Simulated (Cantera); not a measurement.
An adiabatic, constant-pressure homogeneous reactor starts with 13.4 % CH₄, 16.8 % O₂, 63.0 % N₂, 6.84 % CO₂, at 1350 K and 3.30 bar.

Model: GRI-Mech 3.0 (53 species, 325 reactions), integrated in Cantera.

One state of this run: T (K) = 2518; x CH₄ = 4.52e-12; x O₂ = 0.000120; x CO₂ = 0.0602; x C₂H₄ = <1e-12; x HCN = 5.00e-8. x: mole fraction; the columns are a selection and need not sum to one.

Which value of t (s) does it belong to?
A. 0.0171
B. 0.000498
C. 0.00120
D. 8.50e-5

A, 0.0171
